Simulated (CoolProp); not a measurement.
Vapour-liquid equilibrium of isopentane (1) + toluene (2) at 0.058 MPa; x and y are mole fractions of (1).

Values from CoolProp's multi-fluid Helmholtz-energy mixture model, Lemmon 2006 and Lemmon 2006; pair parameters Bell 2016.

```json
[
 {"x": "0.05", "bubble temperature (K)": "349.2", "y at the bubble point": "0.438", "dew temperature at overall composition x (K)": "363.7", "liquid density (mol/L)": "8.791"},
 {"x": "0.125", "bubble temperature (K)": "331.7", "y at the bubble point": "0.730", "dew temperature at overall composition x (K)": "361.3", "liquid density (mol/L)": "8.918"},
 {"x": "0.2", "bubble temperature (K)": "319.9", "y at the bubble point": "0.848", "dew temperature at overall composition x (K)": "358.8", "liquid density (mol/L)": "8.985"},
 {"x": "0.275", "bubble temperature (K)": "311.7", "y at the bubble point": "0.903", "dew temperature at overall composition x (K)": "356.0", "liquid density (mol/L)": "9.013"},
 {"x": "0.35", "bubble temperature (K)": "305.9", "y at the bubble point": "0.933", "dew temperature at overall composition x (K)": "353.1", "liquid density (mol/L)": "9.016"},
 {"x": "0.425", "bubble temperature (K)": "301.7", "y at the bubble point": "0.950", "dew temperature at overall composition x (K)": "349.8", "liquid density (mol/L)": "9.001"},
 {"x": "0.5", "bubble temperature (K)": "298.4", "y at the bubble point": "0.962", "dew temperature at overall composition x (K)": "346.2", "liquid density (mol/L)": "8.975"},
 {"x": "0.575", "bubble temperature (K)": "295.9", "y at the bubble point": "0.970", "dew temperature at overall composition x (K)": "342.2", "liquid density (mol/L)": "8.940"},
 {"x": "0.65", "bubble temperature (K)": "293.8", "y at the bubble point": "0.976", "dew temperature at overall composition x (K)": "337.5", "liquid density (mol/L)": "8.900"},
 {"x": "0.725", "bubble temperature (K)": "292.0", "y at the bubble point": "0.981", "dew temperature at overall composition x (K)": "332.1", "liquid density (mol/L)": "8.856"},
 {"x": "0.8", "bubble temperature (K)": "290.3", "y at the bubble point": "0.986", "dew temperature at overall composition x (K)": "325.3", "liquid density (mol/L)": "8.811"},
 {"x": "0.875", "bubble temperature (K)": "288.7", "y at the bubble point": "0.991", "dew temperature at overall composition x (K)": "316.2", "liquid density (mol/L)": "8.766"},
 {"x": "0.95", "bubble temperature (K)": "287.0", "y at the bubble point": "0.996", "dew temperature at overall composition x (K)": "301.7", "liquid density (mol/L)": "8.723"}
]
```

No azeotrope shows between x = 0.05 and 0.95.

Pair parameters are fitted to limited data, so mixtures are less certain than the pure fluids.
